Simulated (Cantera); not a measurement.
Input: 1 mol Fe, 0.094 mol SO2, 77 mol N2, at 6980 Torr.

Equilibrium computed with Cantera from the NASA thermochemical tables; the gas is ideal and each condensed phase is pure. Candidate condensed phases: Fe, FeO, FeS, FeSO4, FeS2, Fe2O3, Fe2(SO4)3, Fe3O4, S; 19 gas species. Metal and sulfide melt together well below either melting point, which pure phases cannot show. Mutual solubility and eutectic melting of coexisting phases are not modelled. The tables' stoichiometric FeO is somewhat more stable than real wüstite, so its field is too wide. FeO, FeS: taken at fixed stoichiometry. Equilibrium is a limit: real reactors are often held back by kinetics, nucleation or transport.

**Question.** Which condensed phases are stable at each of these points (T (K)): 923, 973, 1023, 1073, 1123, 1173, 1223, 1273, 1323, 1373, 1423, 1473, 1523, 1573?

**Answer.** 
```json
[
 {"T (K)": "923", "condensed phases": "Fe(α) + FeO(s) + FeS(s)", "Fe condensed (%)": "100.0"},
 {"T (K)": "973", "condensed phases": "Fe(α) + FeO(s) + FeS(s)", "Fe condensed (%)": "100.0"},
 {"T (K)": "1023", "condensed phases": "Fe(α) + FeO(s) + FeS(s)", "Fe condensed (%)": "100.0"},
 {"T (K)": "1073", "condensed phases": "Fe(α) + FeO(s) + FeS(s)", "Fe condensed (%)": "100.0"},
 {"T (K)": "1123", "condensed phases": "Fe(α) + FeO(s) + FeS(s)", "Fe condensed (%)": "100.0"},
 {"T (K)": "1173", "condensed phases": "Fe(α) + FeO(s) + FeS(s)", "Fe condensed (%)": "100.0"},
 {"T (K)": "1223", "condensed phases": "Fe(γ) + FeO(s) + FeS(s)", "Fe condensed (%)": "100.0"},
 {"T (K)": "1273", "condensed phases": "Fe(γ) + FeO(s) + FeS(s)", "Fe condensed (%)": "100.0"},
 {"T (K)": "1323", "condensed phases": "Fe(γ) + FeO(s) + FeS(s)", "Fe condensed (%)": "100.0"},
 {"T (K)": "1373", "condensed phases": "Fe(γ) + FeO(s) + FeS(s)", "Fe condensed (%)": "100.0"},
 {"T (K)": "1423", "condensed phases": "Fe(γ) + FeO(s) + FeS(s)", "Fe condensed (%)": "100.0"},
 {"T (K)": "1473", "condensed phases": "Fe(γ) + FeO(s) + FeS(l)", "Fe condensed (%)": "100.0"},
 {"T (K)": "1523", "condensed phases": "Fe(γ) + FeO(s) + FeS(l)", "Fe condensed (%)": "100.0"},
 {"T (K)": "1573", "condensed phases": "Fe(γ) + FeO(s) + FeS(l)", "Fe condensed (%)": "100.0"}
]
```

From 923 K to 1173 K the condensed part is Fe(α) + FeO(s) + FeS(s). From 1223 K to 1423 K the condensed part is Fe(γ) + FeO(s) + FeS(s). From 1473 K to 1573 K the condensed part is Fe(γ) + FeO(s) + FeS(l).
